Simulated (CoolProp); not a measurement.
Vapour pressure (kPa) of R236FA: the reference equation beside estimates from Tc = 398.1 K, pc = 3191 kPa, ω = 0.377.

The numbers come from the reference Helmholtz-energy equation of state, Pan 2012 in CoolProp.

| T (K) | reference | Lee-Kesler | Redlich-Kwong | Peng-Robinson |
|---|---|---|---|---|
| 241.1 | 23.24 | 22.75 | 72.07 | 23.59 |
| 246.9 | 31.82 | 31.23 | 91.80 | 32.13 |
| 252.8 | 43.01 | 42.34 | 115.8 | 43.25 |
| 258.6 | 56.89 | 56.19 | 143.7 | 57.02 |
| 264.4 | 74.14 | 73.45 | 176.3 | 74.13 |
| 270.2 | 95.31 | 94.69 | 214.0 | 95.12 |
| 276 | 121.0 | 120.5 | 257.3 | 120.6 |
| 281.8 | 151.7 | 151.5 | 306.6 | 151.1 |
| 287.7 | 189.0 | 189.1 | 363.3 | 188.2 |
| 293.5 | 232.2 | 232.6 | 426.1 | 231.1 |
| 299.3 | 282.5 | 283.5 | 496.1 | 281.3 |
| 305.1 | 340.9 | 342.4 | 573.9 | 339.7 |
| 310.9 | 408.1 | 410.2 | 659.9 | 406.9 |
| 316.7 | 484.9 | 487.5 | 754.4 | 483.9 |
| 322.6 | 573.8 | 577.0 | 859.7 | 573.2 |

Absolute difference from the reference over all 15 rows, mean and median: Lee-Kesler 0.8 and 0.5 %, Redlich-Kwong 112.3 and 102.1 %, Peng-Robinson 0.4 and 0.4 %.
